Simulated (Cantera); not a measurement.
What does this Cantera script print?

```python
import numpy as np
import cantera as ct

gas_names = """
    NO ZrO2 N
""".split()
cond_names = """
    ZrN(s) ZrN(L)
""".split()


# ... load() reads the species with a 1 bar reference pressure and builds the phases ...
species = {s.name: s for s in load("nasa_gas.yaml", gas_names) + load("nasa_condensed.yaml", cond_names)}
# Each term lists the table entries of one substance; the one whose range holds T is used.
reactions = {
    'ZrN + 2 NO(g) = ZrO2(g) + 3 N(g)':
        [(-1, ['ZrN(s)', 'ZrN(L)']), (-2, ['NO']), (1, ['ZrO2']), (3, ['N'])],
}


def pick(names, T):
    return next(species[n] for n in names if species[n].thermo.min_temp <= T <= species[n].thermo.max_temp)


results = []
for label, terms in reactions.items():
    print(label)
    print("     T/K   dH/kJ  dS/(J/K)   dG/kJ   log10 K")
    for T in [1623, 1773, 1923, 2073, 2223, 2373, 2523, 2673, 2823]:
        used = [(nu, pick(names, T)) for nu, names in terms]
        dH = sum(nu * s.thermo.h(T) for nu, s in used) / 1e6
        dS = sum(nu * s.thermo.s(T) for nu, s in used) / 1e3
        dG = dH - T * dS / 1e3
        logK = -dG * 1e6 / (ct.gas_constant * T * np.log(10))
        results.append((label, T, dH, dS, dG, logK, [s.name for _, s in used]))
        print(f"{T:8g} {dH:8.1f} {dS:8.1f} {dG:8.1f} {logK:8.2f}")
```

Output:

```
ZrN + 2 NO(g) = ZrO2(g) + 3 N(g)
     T/K   dH/kJ  dS/(J/K)   dG/kJ   log10 K
    1623   1313.2    275.9    865.4   -27.85
    1773   1311.6    275.0    824.0   -24.28
    1923   1309.8    274.0    782.9   -21.26
    2073   1307.7    273.0    741.8   -18.69
    2223   1305.5    271.9    701.0   -16.47
    2373   1303.0    270.9    660.3   -14.53
    2523   1300.3    269.8    619.7   -12.83
    2673   1297.5    268.7    579.3   -11.32
    2823   1294.5    267.6    539.1    -9.98
```

Standard-state values (1 bar) from the NASA 1993 polynomials, evaluated with Cantera. ZrN: taken at fixed stoichiometry. Condensed species are held in their standard states even where they would react or evaporate.
